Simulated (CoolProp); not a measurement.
Computed with CoolProp (reference Helmholtz-energy equation of state, Lemmon 2006). It is a short technical equation, of lower accuracy than the large ones.

For hydrogen sulfide, give the phase and the speed of sound (m/s), Joule-Thomson coefficient (K/MPa) at 445.2 K and 4.16 bar; 520.5 K and 4.16 bar.


- 445.2 K and 4.16 bar: gas; speed of sound 374, Joule-Thomson coefficient 7.12
- 520.5 K and 4.16 bar: gas; speed of sound 403, Joule-Thomson coefficient 5.08
